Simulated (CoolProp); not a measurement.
Vapour pressure (MPa) of R134a: the reference equation beside estimates from Tc = 101.1 °C, pc = 4.059 MPa, ω = 0.327.

Model: reference Helmholtz-energy equation of state, Tillner-Roth 1994, in CoolProp.

| T (°C) | reference | Lee-Kesler | Redlich-Kwong | Soave-Redlich-Kwong |
|---|---|---|---|---|
| -3.45 | 0.2579 | 0.2587 | 0.4518 | 0.2585 |
| 1.05 | 0.3041 | 0.3053 | 0.5160 | 0.3052 |
| 5.55 | 0.3564 | 0.3582 | 0.5865 | 0.3582 |
| 10.15 | 0.4167 | 0.4191 | 0.6652 | 0.4194 |
| 14.65 | 0.4829 | 0.4859 | 0.7491 | 0.4868 |
| 19.15 | 0.5568 | 0.5604 | 0.8402 | 0.5620 |
| 23.75 | 0.6409 | 0.6451 | 0.9409 | 0.6477 |
| 28.25 | 0.7322 | 0.7368 | 1.047 | 0.7407 |
| 32.75 | 0.8329 | 0.8379 | 1.162 | 0.8434 |
| 37.35 | 0.9462 | 0.9515 | 1.287 | 0.9591 |
| 41.85 | 1.068 | 1.073 | 1.418 | 1.083 |

Absolute difference from the reference over all 11 rows, mean and median: Lee-Kesler 0.5 and 0.6 %, Redlich-Kwong 52.1 and 50.9 %, Soave-Redlich-Kwong 0.9 and 0.9 %.
